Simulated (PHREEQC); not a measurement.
1.6 g of hydrous ferric oxide (600 m²/g; 0.2 weak and 0.005 strong sites per Fe, Dzombak-Morel constants, diffuse double layer) in 1 kg of water with 0.01 mol/kgw of an inert sodium salt and 2.7e-05 mol/kgw SrCl2, at 25 °C; the pH is set by adding NaOH or the inert anion's acid. Oxygen is held at 0.21 atm. No CO2 enters from the air. Precipitation was switched off in this run.

Base run: PHREEQC, ion-association model, wateq4f.dat. Each further column changes one thing. The table gives surface charge σ (C/m²).

```
pH      base  background salt from 0.01 to 0.001 mol/kgw  oxide from 1.6 to 8 g/kgw  0.0013 mol/kgw ZnCl2 added
----  ------  ------------------------------------------  -------------------------  --------------------------
3      0.329                                         ___                      0.340                       0.336
3.75   0.252                                       0.167                      0.271                       0.266
4.12   0.207                                         ___                      0.224                       0.222
4.88   0.126                                       0.063                      0.135                       0.139
5.25   0.095                                       0.044                      0.101                       0.107
6      0.050                                       0.020                      0.052                       0.062
6.75   0.023                                       0.009                      0.024                       0.043
7.12   0.015                                       0.005                      0.015                       0.036
7.88   0.003                                         ___                      0.003                       0.019
8.25  -0.001                                       0.000                     -0.002                       0.012
9     -0.012                                      -0.004                     -0.013                       0.000
```

What belongs in the gaps?


- 3, background salt from 0.01 to 0.001 mol/kgw: 0.278
- 4.12, background salt from 0.01 to 0.001 mol/kgw: 0.124
- 7.88, background salt from 0.01 to 0.001 mol/kgw: 0.001

The oxide is taken as insoluble; below pH 4 it would dissolve.
